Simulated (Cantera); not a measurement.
Feed: 1 mol H₂O, 5.9 mol H₂, equilibrated at 1600 Pa.

Method: chemical equilibrium by Gibbs-energy minimisation in Cantera with the NASA 1993 tables (ideal gas, pure condensed phases). Candidate condensed phases: H₂O; 9 gas species. Rates play no part.

x: gas mole fraction; nothing condenses.

```csv
T (°C),x H₂,x H,x H₂O,x OH,x O
2050,0.785,0.0763,0.137,0.00221,0.000146
2125,0.755,0.108,0.133,0.00349,0.000335
2200,0.717,[?],0.127,[?],[?]
2275,0.670,0.200,0.120,0.00784,0.00153
2350,[?],[?],[?],[?],[?]
2425,0.551,0.331,0.0975,0.0150,0.00573
2500,0.481,0.407,0.0818,0.0190,0.0102
```

### Question
Complete the blanks.

### Answer

- 2350, x H₂: 0.614
- 2350, x H: 0.261
- 2350, x H₂O: 0.110
- 2350, x OH: 0.0111
- 2350, x O: 0.00304
- 2200, x H: 0.149
- 2200, x OH: 0.00533
- 2200, x O: 0.000733
